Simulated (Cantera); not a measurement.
# Premixed flame

A freely propagating, adiabatic, planar premixed flame of CH₄ : C₂H₆ : C₃H₈ : O₂ : N₂ = 1 : 0.66 : 0.034 : 3.45 : 13 (molar parts), unburnt at 323 K and 3750 Torr; unity-Lewis-number transport, grid criteria slope 0.08 and curve 0.16, no radiation.

Cantera simulation using GRI-Mech 3.0 (53 species, 325 reactions); the numbers are that mechanism's predictions, not measurements. Unity Lewis numbers drop preferential diffusion, which matters most where H2 and H carry the flame. Burning velocities carry a grid error of a few per cent, more on coarse grids.

```json
[
 {"z (mm)": "-0.615", "T (K)": "324", "u (m/s)": "0.141", "x CH₄": "0.0551", "x C₂H₆": "0.0364", "x C₃H₈": "0.00187", "x H": "<1e-8", "x NO₂": "1.66e-8", "x CH₂CO": "4.79e-7"},
 {"z (mm)": "-0.410", "T (K)": "330", "u (m/s)": "0.144", "x CH₄": "0.0549", "x C₂H₆": "0.0362", "x C₃H₈": "0.00187", "x H": "<1e-8", "x NO₂": "1.35e-7", "x CH₂CO": "3.89e-6"},
 {"z (mm)": "-0.307", "T (K)": "355", "u (m/s)": "0.155", "x CH₄": "0.0542", "x C₂H₆": "0.0356", "x C₃H₈": "0.00183", "x H": "<1e-8", "x NO₂": "6.18e-7", "x CH₂CO": "1.80e-5"},
 {"z (mm)": "-0.205", "T (K)": "520", "u (m/s)": "0.229", "x CH₄": "0.0493", "x C₂H₆": "0.0314", "x C₃H₈": "0.00162", "x H": "<1e-8", "x NO₂": "3.66e-6", "x CH₂CO": "0.000113"},
 {"z (mm)": "-0.102", "T (K)": "1095", "u (m/s)": "0.496", "x CH₄": "0.0307", "x C₂H₆": "0.0156", "x C₃H₈": "0.000813", "x H": "2.23e-6", "x NO₂": "7.25e-6", "x CH₂CO": "0.000478"},
 {"z (mm)": "-0.0512", "T (K)": "1527", "u (m/s)": "0.708", "x CH₄": "0.0160", "x C₂H₆": "0.00436", "x C₃H₈": "0.000216", "x H": "0.000109", "x NO₂": "1.23e-6", "x CH₂CO": "0.000719"},
 {"z (mm)": "0", "T (K)": "1897", "u (m/s)": "0.892", "x CH₄": "0.00380", "x C₂H₆": "0.000117", "x C₃H₈": "1.76e-6", "x H": "0.00121", "x NO₂": "2.77e-8", "x CH₂CO": "0.000284"},
 {"z (mm)": "0.0512", "T (K)": "2040", "u (m/s)": "0.960", "x CH₄": "0.000416", "x C₂H₆": "7.07e-7", "x C₃H₈": "<1e-8", "x H": "0.00260", "x NO₂": "<1e-8", "x CH₂CO": "2.54e-5"},
 {"z (mm)": "0.102", "T (K)": "2073", "u (m/s)": "0.975", "x CH₄": "6.53e-5", "x C₂H₆": "1.63e-8", "x C₃H₈": "<1e-8", "x H": "0.00246", "x NO₂": "<1e-8", "x CH₂CO": "4.26e-6"},
 {"z (mm)": "0.205", "T (K)": "2089", "u (m/s)": "0.982", "x CH₄": "8.55e-6", "x C₂H₆": "<1e-8", "x C₃H₈": "<1e-8", "x H": "0.00157", "x NO₂": "<1e-8", "x CH₂CO": "5.62e-7"},
 {"z (mm)": "0.410", "T (K)": "2097", "u (m/s)": "0.986", "x CH₄": "1.67e-6", "x C₂H₆": "<1e-8", "x C₃H₈": "<1e-8", "x H": "0.000813", "x NO₂": "<1e-8", "x CH₂CO": "6.80e-8"},
 {"z (mm)": "0.820", "T (K)": "2101", "u (m/s)": "0.987", "x CH₄": "5.00e-7", "x C₂H₆": "<1e-8", "x C₃H₈": "<1e-8", "x H": "0.000443", "x NO₂": "<1e-8", "x CH₂CO": "<1e-8"},
 {"z (mm)": "1.64", "T (K)": "2102", "u (m/s)": "0.987", "x CH₄": "1.25e-7", "x C₂H₆": "<1e-8", "x C₃H₈": "<1e-8", "x H": "0.000309", "x NO₂": "<1e-8", "x CH₂CO": "<1e-8"}
]
```
x: mole fraction of selected species; z is measured from the peak of heat release.

```json
{
  "laminar_burning_velocity": "14.1 cm/s",
  "thermal_thickness": "0.205 mm",
  "peak x(H)": "0.00266",
  "peak x(CH₂CO)": "0.000721",
  "grid_points": "139"
}
```
